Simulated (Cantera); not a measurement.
Standard-state values (1 bar) from the NASA 1993 polynomials, evaluated with Cantera. Values are per mole of reaction as written; species without (g) are pure solids or liquids, kept so even where they would boil at 1 bar. The tables' values for BOCl are old estimates.

Q: Between 300 and 2050 K, where is each reaction favourable under standard conditions?
- 2 BOCl(g) + 2 N(g) ⇌ O2(g) + 2 BN + 2 Cl(g)
- 2 O3(g) + 6 BN ⇌ 3 N2(g) + 3 B2O2(g)
- 2 BCl3(g) + N2O(g) ⇌ O(g) + 2 BN + 3 Cl2(g)

A: 
- 2 BOCl(g) + 2 N(g) ⇌ O2(g) + 2 BN + 2 Cl(g): ΔG° is -507 kJ at 300 K and -126 kJ at 2050 K; it stays negative (K > 1). ΔH° is -557 kJ and ΔS° -210 J/K at 2050 K.
- 2 O3(g) + 6 BN ⇌ 3 N2(g) + 3 B2O2(g): ΔG° is -367 kJ at 300 K and -1643 kJ at 2050 K; it stays negative (K > 1). ΔH° is -214 kJ and ΔS° 697 J/K at 2050 K.
- 2 BCl3(g) + N2O(g) ⇌ O(g) + 2 BN + 3 Cl2(g): ΔG° is 454 kJ at 300 K and 343 kJ at 2050 K; it stays positive (K < 1). ΔH° is 483 kJ and ΔS° 68 J/K at 2050 K.
